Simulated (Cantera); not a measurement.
Input (Python, Cantera):

```python
import numpy as np
import cantera as ct

gas = ct.Solution("gri30.yaml")
gas.TPX = 2200, 1400, {'NO': 1, 'N2': 6.4}
reactor = ct.IdealGasConstPressureReactor(gas, energy="off", clone=False)
net = ct.ReactorNet([reactor])
net.rtol, net.atol = 1e-08, 1e-18
show = ['NO', 'N2O', 'N2', 'O2', 'NO2']
times = np.geomspace(0.0001, 200, 12)

steps = ct.SolutionArray(gas, extra=["t"])
rows = []
print(f"{'t/s':>10s}{'T/K':>9s}{'P/Pa':>11s}" + "".join(f"{s:>11s}" for s in show))
for t in times:
    while net.time < t:
        t_next = net.step()
        steps.append(gas.state, t=t_next)
    rows.append([np.interp(t, steps.t, y) for y in (steps.T, steps.P, *steps(*show).X.T)])
    print(f"{t:10.3e}{rows[-1][0]:9.1f}{rows[-1][1]:11.4g}" + "".join(f"{x:11.3e}" for x in rows[-1][2:]))
rate = np.gradient(steps.T, steps.t)
print("integrator steps:", len(steps.t))
if steps.T.max() > steps.T[0] + 200:
    print(f"time of steepest temperature rise: {steps.t[rate.argmax()]:.4e} s")
gas.TPX = 2200, 1400, {'NO': 1, 'N2': 6.4}
gas.equilibrate("TP")
print(f"equilibrium (TP): T = {gas.T:.1f} K  " + "  ".join(f"{s} {gas[s].X[0]:.3e}" for s in show))
```

Output:

```
       t/s      T/K       P/Pa         NO        N2O         N2         O2        NO2
 1.000e-04   2200.0       1400  1.351e-01  1.106e-07  8.649e-01  3.850e-11  8.838e-12
 3.740e-04   2200.0       1400  1.351e-01  4.071e-07  8.649e-01  5.433e-10  1.158e-10
 1.398e-03   2200.0       1400  1.351e-01  1.436e-06  8.649e-01  7.883e-09  1.308e-09
 5.230e-03   2200.0       1400  1.351e-01  4.368e-06  8.649e-01  1.232e-07  1.056e-08
 1.956e-02   2200.0       1400  1.351e-01  8.611e-06  8.649e-01  2.159e-06  6.224e-08
 7.313e-02   2200.0       1400  1.349e-01  9.411e-06  8.649e-01  3.673e-05  2.833e-07
 2.735e-01   2200.0       1400  1.335e-01  8.613e-06  8.654e-01  5.362e-04  1.047e-06
 1.023e+00   2200.0       1400  1.204e-01  5.862e-06  8.714e-01  6.417e-03  3.150e-06
 3.824e+00   2200.0       1400  4.858e-02  7.379e-07  9.061e-01  4.092e-02  3.271e-06
 1.430e+01   2200.0       1400  7.659e-03  5.381e-08  9.260e-01  6.074e-02  6.219e-07
 5.348e+01   2200.0       1400  7.396e-03  5.277e-08  9.261e-01  6.084e-02  5.988e-07
 2.000e+02   2200.0       1400  7.396e-03  5.277e-08  9.261e-01  6.084e-02  5.988e-07
integrator steps: 867
equilibrium (TP): T = 2200.0 K  NO 7.396e-03  N2O 5.277e-08  N2 9.261e-01  O2 6.084e-02  NO2 5.988e-07
```

Detailed kinetics in Cantera: GRI-Mech 3.0 (53 species, 325 reactions). Radical loss at walls, strong at low pressure, is not modelled.
